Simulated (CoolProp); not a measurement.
A single-stage vapour-compression cycle with ammonia: evaporating at 234.15 K (dew point), condensing at 299.15 K (bubble point), superheat 0 K, subcooling 8 K, compressor efficiency 0.9, no pressure losses. Each further row changes one setting.

Values from CoolProp's reference Helmholtz-energy equation of state, Gao 2020.

```csv
case,cooling COP,pressure ratio,discharge temperature (K),refrigerating effect (kJ/kg),volumetric capacity (kJ/m³)
as stated,2.52,13.7,443.6,1130,761
evaporating temperature 239.15 K,…,10.6,…,1130,976
condensing temperature 294.15 K,…,11.7,428.3,1150,777
subcooling 13 K,2.58,13.7,443.6,1150,777
superheat 10 K,2.46,13.7,460.6,1150,…
compressor efficiency 0.8,2.24,13.7,466.1,1130,761
```

### Question
What belongs in the gaps?

### Answer

- evaporating temperature 239.15 K, cooling COP: 2.87
- evaporating temperature 239.15 K, discharge temperature (K): 426.1
- condensing temperature 294.15 K, cooling COP: 2.79
- superheat 10 K, volumetric capacity (kJ/m³): 741
